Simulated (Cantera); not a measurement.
An adiabatic, constant-pressure homogeneous reactor starts with CO : H2 : CH4 : O2 : N2 = 1 : 1.1 : 0.29 : 3.79 : 14.3 (molar parts), equivalence ratio 0.43, at 1500 K and 100000 Pa. Integrator tolerance rtol = 1e-08.

Model: GRI-Mech 3.0 (53 species, 325 reactions), integrated in Cantera.

### Question
What does this change do: N2 14.3 to 9.9 parts?

### Answer
```
quantity                                                              before                                    after
---------------------------------  -----------------------------------------  ---------------------------------------
time of steepest temperature rise                                    27.7 µs                                  21.7 µs
temperature at 3.00 s                                                 2414 K                                   2560 K
equilibrium temperature                                               2414 K                                   2560 K
x(CO) at 3.00 s                      0.00442 (gas-phase equilibrium 0.00442)    0.0103 (gas-phase equilibrium 0.0103)
x(H2) at 3.00 s                    0.000974 (gas-phase equilibrium 0.000974)  0.00218 (gas-phase equilibrium 0.00218)
x(CH4) at 3.00 s                       <1e-12 (gas-phase equilibrium <1e-12)    <1e-12 (gas-phase equilibrium <1e-12)
x(O) at 3.00 s                       0.00301 (gas-phase equilibrium 0.00301)  0.00705 (gas-phase equilibrium 0.00705)
x(CH2CO) at 3.00 s                     <1e-12 (gas-phase equilibrium <1e-12)    <1e-12 (gas-phase equilibrium <1e-12)
x(C2H4) at 3.00 s                      <1e-12 (gas-phase equilibrium <1e-12)    <1e-12 (gas-phase equilibrium <1e-12)
x(CO2) at 3.00 s                       0.0615 (gas-phase equilibrium 0.0615)    0.0742 (gas-phase equilibrium 0.0742)
```

### Question
What does this change do: initial temperature 1500 to 1373 K?

### Answer
```tsv
quantity	before	after
time of steepest temperature rise	27.7 µs	44.8 µs
temperature at 3.00 s	2414 K	2330 K
equilibrium temperature	2414 K	2330 K
x(CO) at 3.00 s	0.00442 (gas-phase equilibrium 0.00442)	0.00276 (gas-phase equilibrium 0.00276)
x(H2) at 3.00 s	0.000974 (gas-phase equilibrium 0.000974)	0.000630 (gas-phase equilibrium 0.000630)
x(CH4) at 3.00 s	<1e-12 (gas-phase equilibrium <1e-12)	<1e-12 (gas-phase equilibrium <1e-12)
x(O) at 3.00 s	0.00301 (gas-phase equilibrium 0.00301)	0.00192 (gas-phase equilibrium 0.00192)
x(CH2CO) at 3.00 s	<1e-12 (gas-phase equilibrium <1e-12)	<1e-12 (gas-phase equilibrium <1e-12)
x(C2H4) at 3.00 s	<1e-12 (gas-phase equilibrium <1e-12)	<1e-12 (gas-phase equilibrium <1e-12)
x(CO2) at 3.00 s	0.0615 (gas-phase equilibrium 0.0615)	0.0633 (gas-phase equilibrium 0.0633)
```
